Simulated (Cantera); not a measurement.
Adiabatic ignition

An adiabatic, constant-volume homogeneous reactor starts with H2 : O2 : N2 = 1 : 1.52 : 5.7 (molar parts), at 975 K and 2.60 bar.

Model: the H2/O2 subset of GRI-Mech 3.0, which has no nitrogen chemistry, integrated in Cantera. The hydrogen kinetics of GRI-Mech 3.0 are dated; newer H2 mechanisms differ, most at raised pressure.

| t (s) | T (K) | P (bar) | x H2 | x O2 | x O | x OH | x H2O2 | x H2O | x HO2 |
|---|---|---|---|---|---|---|---|---|---|
| 1.00e-6 | 975 | 2.60 | 0.122 | 0.185 | 1.43e-12 | <1e-12 | <1e-12 | 1.48e-12 | 2.88e-11 |
| 3.23e-6 | 975 | 2.60 | 0.122 | 0.185 | 6.15e-12 | 2.12e-12 | <1e-12 | 1.70e-11 | 1.21e-10 |
| 1.04e-5 | 975 | 2.60 | 0.122 | 0.185 | 1.23e-11 | 3.74e-12 | <1e-12 | 1.23e-10 | 5.13e-10 |
| 3.37e-5 | 975 | 2.60 | 0.122 | 0.185 | 1.38e-11 | 4.13e-12 | 5.46e-12 | 5.64e-10 | 1.93e-9 |
| 0.000109 | 975 | 2.60 | 0.122 | 0.185 | 1.43e-11 | 4.30e-12 | 6.21e-11 | 2.05e-9 | 6.59e-9 |
| 0.000352 | 975 | 2.60 | 0.122 | 0.185 | 1.62e-11 | 4.91e-12 | 6.68e-10 | 7.28e-9 | 2.21e-8 |
| 0.00114 | 975 | 2.60 | 0.122 | 0.185 | 2.40e-11 | 7.67e-12 | 7.19e-9 | 3.00e-8 | 7.77e-8 |
| 0.00367 | 975 | 2.60 | 0.122 | 0.185 | 7.35e-11 | 2.80e-11 | 8.82e-8 | 2.21e-7 | 3.66e-7 |
| 0.0119 | 975 | 2.60 | 0.122 | 0.185 | 1.29e-9 | 6.35e-10 | 3.46e-6 | 8.22e-6 | 4.96e-6 |
| 0.0383 | 2078 | 5.21 | 7.94e-5 | 0.131 | 0.000190 | 0.00198 | 2.53e-7 | 0.128 | 4.62e-6 |
| 0.124 | 2078 | 5.21 | 7.94e-5 | 0.131 | 0.000190 | 0.00198 | 2.53e-7 | 0.128 | 4.62e-6 |
| 0.400 | 2078 | 5.21 | 7.94e-5 | 0.131 | 0.000190 | 0.00198 | 2.53e-7 | 0.128 | 4.62e-6 |
x: mole fraction; the columns are a selection and need not sum to one.

```
Item                                                                   Value
---------------------------------  -----------------------------------------
time of steepest temperature rise                                    33.1 ms
temperature at 0.400 s                                                2078 K
equilibrium temperature                                               2078 K
x(H2) at 0.400 s                     7.94e-5 (gas-phase equilibrium 7.94e-5)
x(O2) at 0.400 s                         0.131 (gas-phase equilibrium 0.131)
x(O) at 0.400 s                    0.000190 (gas-phase equilibrium 0.000190)
```
